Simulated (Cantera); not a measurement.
Iron carbonyl, mercury and lead vapours: HgO + H2

A closed system holds: 1 mol HgO, 0.4 mol H2, at 101000 Pa.

Method: chemical equilibrium by Gibbs-energy minimisation in Cantera with the NASA 1993 tables (ideal gas, pure condensed phases). Candidate condensed phases: H2O, Hg, HgO; 10 gas species. Equilibrium is a limit: real reactors are often held back by kinetics, nucleation or transport.

```
T (K)  log p H2O  log p Hg  log p O2  log p OH  log p HO2  n Hg(l)  n HgO(s)
-----  ---------  --------  --------  --------  ---------  -------  --------
548        -0.08     -0.74     -6.06      <-11       <-11    0.312     0.600
598        -0.30     -0.30     -4.58      <-11       <-11        0     0.600
648        -0.30     -0.29     -2.59    -11.67       <-11        0     0.596
698        -0.46     -0.25     -0.98    -10.41     -11.99        0     0.360
748        -0.62     -0.22     -0.75     -9.62     -11.23        0         0
798        -0.62     -0.22     -0.75     -8.91     -10.65        0         0
848        -0.62     -0.22     -0.75     -8.29     -10.14        0         0
898        -0.62     -0.22     -0.75     -7.73      -9.68        0         0
948        -0.62     -0.22     -0.75     -7.23      -9.27        0         0
998        -0.62     -0.22     -0.75     -6.79      -8.91        0         0
1048       -0.62     -0.22     -0.75     -6.38      -8.58        0         0
1098       -0.62     -0.22     -0.75     -6.01      -8.27        0         0
1148       -0.62     -0.22     -0.75     -5.67      -8.00        0         0
```
log p: log10 of the partial pressure in bar; n: condensed amount in mol.

At 548 K the condensed part is Hg(l) + HgO(s). From 598 K to 698 K the condensed part is HgO(s). From 748 K to 1148 K nothing is condensed. The main Hg-bearing gas is Hg throughout.
